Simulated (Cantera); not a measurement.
## Tantalum, niobium, vanadium and zirconium in process gases: V + H₂O + N₂O

Input: 1 mol V, 0.032 mol H₂O, 4 mol N₂O, held at 2725 K.

Equilibrium computed with Cantera from the NASA thermochemical tables; the gas is ideal and each condensed phase is pure. Candidate condensed phases: H₂O, V, VN, VO, V₂O₃, V₂O₄, V₂O₅; 28 gas species. Condensed phases not in the tables: the oxides between V₂O₃ and V₂O₅ other than VO₂. Rates play no part.

From 0.100 Pa to 0.280 bar nothing is condensed. From 1.70 bar to 10.0 bar the condensed part is V₂O₄(l). The main V-bearing gas is V at 0.100 Pa and VO₂ at 10.0 bar.

| P (Pa) | x N₂ | x O | x O₂ | x VO₂ | x V | x VO | x NO | x H | n V₂O₄(l) |
|---|---|---|---|---|---|---|---|---|---|
| 0.100 | 0.446 | 0.434 | 0.000117 | 0.000425 | 0.0963 | 0.0149 | 0.000586 | 0.00714 | 0 |
| 0.600 | 0.469 | 0.404 | 0.000609 | 0.00807 | 0.0586 | 0.0507 | 0.00137 | 0.00751 | 0 |
| 3.60 | 0.513 | 0.344 | 0.00266 | 0.0513 | 0.0142 | 0.0631 | 0.00300 | 0.00819 | 0 |
| 22 | 0.552 | 0.283 | 0.0110 | 0.111 | 0.00122 | 0.0270 | 0.00632 | 0.00865 | 0 |
| 130 | 0.579 | 0.216 | 0.0378 | 0.139 | 7.48e-5 | 0.00751 | 0.0120 | 0.00834 | 0 |
| 770 | 0.606 | 0.131 | 0.0817 | 0.152 | 6.39e-6 | 0.00230 | 0.0181 | 0.00668 | 0 |
| 4600 | 0.628 | 0.0640 | 0.117 | 0.159 | 7.82e-7 | 0.000823 | 0.0220 | 0.00380 | 0 |
| 28000 | 0.640 | 0.0280 | 0.136 | 0.163 | 1.13e-7 | 0.000316 | 0.0240 | 0.00149 | 0 |
| 170000 | 0.710 | 0.0123 | 0.160 | 0.0824 | 8.02e-9 | 6.00e-5 | 0.0274 | 0.000489 | 0.272 |
| 1000000 | 0.766 | 0.00533 | 0.177 | 0.0140 | 2.10e-10 | 4.00e-6 | 0.0299 | 0.000147 | 0.464 |
x: gas mole fraction; n: condensed amount in mol.
